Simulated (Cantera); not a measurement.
A Cantera script and what it prints.

```python
import numpy as np
import cantera as ct

gas_names = """
    C CH CH2 CH3 CH4 C2 C2H C2H2,acetylene C2H2,vinylidene C2H3,vinyl C2H4 C2H5 C2H6 C3 C3H3,propargyl
    C3H4,allene C3H4,propyne C3H4,cyclo- C3H5,allyl C3H6,propylene C3H6,cyclo- C3H7,n-propyl
    C3H7,i-propyl C3H8 C4 C4H2 C4H4,1,3-cyclo- C4H6,butadiene C4H6,2-butyne C4H6,cyclo- C4H8,1-butene
    C4H8,cis2-buten C4H8,tr2-butene C4H8,isobutene C4H8,cyclo- C4H9,n-butyl C4H9,i-butyl C4H9,s-butyl
    C4H9,t-butyl C4H10,isobutane C4H10,n-butane C5 C5H6,1,3cyclo- C5H8,cyclo- C5H10,1-pentene
    C5H10,cyclo- C5H11,pentyl C5H11,t-pentyl C5H12,n-pentane C5H12,i-pentane CH3C(CH3)2CH3 C6H2
    C6H5,phenyl C6H6 C6H10,cyclo- C6H12,1-hexene C6H12,cyclo- C6H13,n-hexyl C7H7,benzyl C7H8
    C7H14,1-heptene C7H15,n-heptyl C7H16,n-heptane C8H8,styrene C8H10,ethylbenz C8H16,1-octene
    C8H17,n-octyl C8H18,isooctane C8H18,n-octane C9H19,n-nonyl C10H8,naphthale C10H21,n-decyl
    C12H9,o-bipheny C12H10,bipheny H H2 Si SiC SiC2 SiC4H12 SiH SiH2 SiH3 SiH4 Si2 Si2C Si3
""".split()
cond_names = """
    C(gr) C6H6(L) C7H8(L) C8H18(L),n-octa Si(cr) Si(L) SiC(b)
""".split()


def load(file, names, dense=False):
    # The tables refer to 1 bar. Condensed volumes are neglected.
    table = {s.name: s for s in ct.Species.list_from_file(file)}
    out = []
    for n in names:
        d = dict(table[n].input_data)
        d["thermo"] = dict(d["thermo"], **{"reference-pressure": 1e5})
        if dense:
            d["equation-of-state"] = {"model": "constant-volume", "density": "1e6 g/cm^3"}
        out.append(ct.Species.from_dict(d))
    return out


gas = ct.Solution(thermo="ideal-gas", species=load("nasa_gas.yaml", gas_names))
cond = {s.name: ct.Solution(thermo="fixed-stoichiometry", species=[s], name=s.name)
        for s in load("nasa_condensed.yaml", cond_names, dense=True)}
atoms = {
    'SiC': {'Si': 1, 'C': 1},
    'H2': {'H': 2},
}
top_T = {'C(gr)': 4500, 'SiC(b)': 3050}  # K; cautious upper limits of use, not melting points


def equilibrate(T, P, feed):
    n = {}
    for name, mol in feed.items():
        for a, k in atoms[name].items():
            n[a] = n.get(a, 0.0) + k * mol
    gas.TPX = T, P, n
    mass = sum(n.values()) * gas.mean_molecular_weight
    gas.equilibrate("TP")
    valid = [c for c in cond.values() if c.min_temp <= T <= top_T.get(c.name, c.max_temp)]
    mix = ct.Mixture([(gas, mass / gas.mean_molecular_weight)] + [(c, 0.0) for c in valid])
    mix.T, mix.P = T, P
    mix.equilibrate("TP", solver="vcs", rtol=1e-11, max_steps=5000)
    return mix


results = []
feed = {'SiC': 1, 'H2': 0.016}  # mol
T = 2100  # K
P = 44000  # Pa
mix = equilibrate(T, P, feed)
results.append((T, P, feed, dict(zip(mix.species_names, mix.species_moles))))
x = sorted(zip(gas.X, gas.species_names), reverse=True)
print(f"T = {T:g} K  P = {P:g} Pa  gas = {mix.phase_moles(0):.4g} mol")
print("   x: " + "  ".join(f"{s} {v:.3e}" for v, s in x if v > 0.0001))
print("   condensed (mol): " + ("  ".join(f"{mix.phase(i).name} {mix.phase_moles(i):.4g}"
      for i in range(1, mix.n_phases) if mix.phase_moles(i) > 1e-12) or "none"))
```

Output:

```
T = 2100 K  P = 44000 Pa  gas = 0.01604 mol
   x: H2 9.950e-01  H 4.685e-03
   condensed (mol): SiC(b) 1
```

Cantera equilibrium calculation (NASA polynomials, part measured and part estimated; ideal gas, pure solids and liquids). Gases not in the tables: Si2H6 and higher silanes.
